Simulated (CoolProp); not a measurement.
A single-stage vapour-compression cycle with ethane: evaporating at 215.15 K (dew point), condensing at 268.15 K (bubble point), superheat 10 K, subcooling 2 K, compressor efficiency 0.8, no pressure losses. Each further row changes one setting.

Values from CoolProp's reference Helmholtz-energy equation of state, Bücker 2006.

```csv
case,cooling COP,pressure ratio,discharge temperature (K),refrigerating effect (kJ/kg),volumetric capacity (kJ/m³)
as stated,2.36,5.15,320.6,313,2230
evaporating temperature 220.15 K,2.73,4.27,315.3,318,2710
condensing temperature 263.15 K,2.71,4.54,312.6,329,2350
subcooling 7 K,2.48,5.15,320.6,329,2350
superheat 20 K,2.35,5.15,331.8,330,2220
compressor efficiency 0.7,2.06,5.15,329.5,313,2230
```
